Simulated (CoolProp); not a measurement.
Saturation properties of CHF3 (R23).

Computed with CoolProp (reference Helmholtz-energy equation of state, Penoncello 2003).

```csv
T (K),p (MPa),liquid cp (kJ/(kg K)),vapour Z,surface tension (mN/m),vapour viscosity (µPa s),liquid conductivity (mW/(m K))
180,0.05082,1.221,0.9725,19.0,8.86,146
188.6,0.08733,1.233,0.9612,17.3,9.33,137
197.2,0.1421,1.249,0.9471,15.7,9.80,130
205.9,0.2220,1.269,0.9297,14.1,10.3,123
214.5,0.3313,1.294,0.9090,12.5,10.7,117
223.1,0.4779,1.325,0.8847,10.9,11.2,111
231.8,0.6718,1.364,0.8562,9.39,11.7,105
240.4,0.9166,1.413,0.8237,7.90,12.2,99.8
249,1.223,1.478,0.7864,6.45,12.8,94.4
```

It boils at 191.1 K under 1 atm.

Viscosity comes from a separate model (Shan 2000). Thermal conductivity comes from a separate model (Shan 2000). Surface tension comes from a separate correlation (Mulero 2012).
